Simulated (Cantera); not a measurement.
## SiH2Cl2 + N2 (silicon nitride deposition)

Input: 1 mol SiH2Cl2, 86 mol N2, held at 0.00460 bar.

Cantera equilibrium calculation (NASA polynomials, part measured and part estimated; ideal gas, pure solids and liquids). Candidate condensed phases: NH4Cl, Si, Si3N4; 28 gas species. N2 is the only nitrogen source here; it is nearly inert below about 1500 K, so the nitride shown seldom forms there in practice. The tables' values for SiCl, SiCl3, SiN are old estimates; treat these amounts as uncertain. Kinetics and transport are ignored.

```tsv
T (K)	log p N2	log p HCl	log p H2	log p SiCl2	log p Si	n Si3N4(s)	n Si(l)
1450	-2.35	-4.18	-4.72	-4.76	-10.12	0.216	0
1500	-2.35	-4.24	-4.63	-4.65	-9.30	0.187	0
1550	-2.35	-4.31	-4.56	-4.57	-8.52	0.160	0
1600	-2.35	-4.38	-4.50	-4.51	-7.80	0.134	0
1650	-2.35	-4.46	-4.46	-4.46	-7.11	0.111	0
1700	-2.35	-4.55	-4.42	-4.42	-6.47	0.0891	0
1750	-2.35	-4.63	-4.40	-4.40	-5.87	0.0645	0
1800	-2.35	-4.65	-4.40	-4.40	-5.50	0	0.147
1850	-2.35	-4.64	-4.41	-4.41	-5.19	0	0.0807
1900	-2.35	-4.61	-4.43	-4.42	-4.95	0	0
1950	-2.35	-4.55	-4.46	-4.46	-4.85	0	0
2000	-2.35	-4.49	-4.50	-4.51	-4.76	0	0
2050	-2.35	-4.45	-4.55	-4.57	-4.68	0	0
```
log p: log10 of the partial pressure in bar; n: condensed amount in mol.

From 1450 K to 1750 K the condensed part is Si3N4(s). From 1800 K to 1850 K the condensed part is Si(l). From 1900 K to 2050 K nothing is condensed. The main Si-bearing gas is SiCl2 throughout.
